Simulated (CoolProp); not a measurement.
Saturation properties of R113.

Model: reference Helmholtz-energy equation of state, Marx 1992, in CoolProp.

```
T (K)  p (MPa)  vapour density (kg/m³)  enthalpy of vaporisation (kJ/kg)  liquid cp (kJ/(kg K))  surface tension (mN/m)
-----  -------  ----------------------  --------------------------------  ---------------------  ----------------------
306.9  0.06253                   4.728                             148.7                    [?]                    16.2
312.5  0.07648                   5.707                             146.9                 0.9319                    15.6
318.2  0.09309                   6.858                             145.1                 0.9377                    15.0
323.8   0.1120                   8.157                             143.3                 0.9436                     [?]
329.5   0.1343                   9.669                             141.5                 0.9498                    13.7
335.1   0.1593                   11.36                             139.6                 0.9561                    13.1
340.7   0.1878                   13.27                             137.7                 0.9625                    12.5
346.4   0.2206                   15.46                             135.7                 0.9694                    11.9
352     0.2570                   17.88                             133.6                 0.9763                    11.3
357.7   0.2985                   20.65                             131.5                 0.9837                    10.8
363.3   0.3440                   23.68                             129.4                 0.9913                    10.2
368.9   0.3946                   27.05                               [?]                 0.9993                    9.61
```

What belongs in the gaps?


- 306.9, liquid cp (kJ/(kg K)): 0.9263
- 323.8, surface tension (mN/m): 14.3
- 368.9, enthalpy of vaporisation (kJ/kg): 127.1

It boils at 320.7 K under 1 atm.

Surface tension comes from a separate correlation (Mulero 2012).
